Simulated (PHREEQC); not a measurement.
Make-up at 25 °C: 0.083 mol/kgw ZnCl2, 0.062 mol/kgw Na2SO4 and 0.00025 mol/kgw MnSO4. Closed to the air; pH follows from the charge balance.

Computed with PHREEQC (ion-association model, phreeqc.dat).

The pH is 5.27 and the ionic strength comes out as 0.315 mol/kgw. The activity of water is 0.993 and the density is 1.015 g/cm³.

```json
[
 {"species": "Cl-", "molality": "0.159", "activity": "0.109", "log γ": "-0.166"},
 {"species": "Na+", "molality": "0.120", "activity": "0.0872", "log γ": "-0.138"},
 {"species": "Zn+2", "molality": "0.0521", "activity": "0.0132", "log γ": "-0.596"},
 {"species": "SO4-2", "molality": "0.0287", "activity": "0.00708", "log γ": "-0.609"},
 {"species": "ZnSO4", "molality": "0.0204", "activity": "0.0219", "log γ": "0.032"},
 {"species": "ZnCl+", "molality": "0.00564", "activity": "0.00386", "log γ": "-0.165"},
 {"species": "Zn(SO4)2-2", "molality": "0.00438", "activity": "0.00126", "log γ": "-0.541"},
 {"species": "NaSO4-", "molality": "0.00430", "activity": "0.00309", "log γ": "-0.143"},
 {"species": "ZnCl2", "molality": "0.000408", "activity": "0.000439", "log γ": "0.032"},
 {"species": "Mn+2", "molality": "0.000165", "activity": "4.71e-5", "log γ": "-0.544"},
 {"species": "ZnCl3-", "molality": "7.82e-5", "activity": "5.35e-5", "log γ": "-0.165"}
]
```

Precipitation was switched off in this run.
